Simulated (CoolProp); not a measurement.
A closed Brayton cycle with nitrogen: compressor inlet 326.15 K and 0.62 MPa, high pressure 2.06 MPa, turbine inlet 940 K, compressor efficiency 0.85, turbine efficiency 0.9, recuperator effectiveness 0 (on enthalpy, no pinch check). Each further row changes one setting.

The numbers come from the reference Helmholtz-energy equation of state, Span 2000 in CoolProp.

```tsv
case	thermal efficiency (%)	net work (kJ/kg)	compressor to turbine work	compressor exit (K)	turbine exit (K)
as stated	19.0	96.2	0.63	482.7	710.6
turbine inlet 890 K	…	…	…	482.7	671.0
compressor inlet 336.15 K	18.6	91.2	…	497.2	710.6
high pressure 1.75 MPa	17.2	91.2	0.60	…	…
recuperator effectiveness 0.5	25.1	96.2	0.63	482.7	710.6
```

**Question.** Some entries are withheld; supply them.

**Answer.** 
- turbine inlet 890 K, thermal efficiency (%): 18.3
- turbine inlet 890 K, net work (kJ/kg): 82.1
- turbine inlet 890 K, compressor to turbine work: 0.67
- compressor inlet 336.15 K, compressor to turbine work: 0.65
- high pressure 1.75 MPa, compressor exit (K): 458.3
- high pressure 1.75 MPa, turbine exit (K): 738.2
